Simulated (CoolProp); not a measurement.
CH3F (R41) at 285.5 K and 4.14 MPa is throttled through a valve to 1 MPa with no heat exchange. Each further row changes one setting.

Values from CoolProp's reference Helmholtz-energy equation of state, Lemmon 2006. It is a short technical equation, of lower accuracy than the large ones.

```json
[
 {"case": "as stated", "temperature change (K)": "-36.4", "final phase": "two-phase, vapour fraction 0.228", "final density (kg/m³)": "80.4"},
 {"case": "outlet pressure 0.3 MPa", "temperature change (K)": "-68.5", "final phase": "two-phase, vapour fraction 0.354", "final density (kg/m³)": "17.2"},
 {"case": "outlet pressure 1.3 MPa", "temperature change (K)": "-28.0", "final phase": "two-phase, vapour fraction 0.187", "final density (kg/m³)": "121"}
]
```
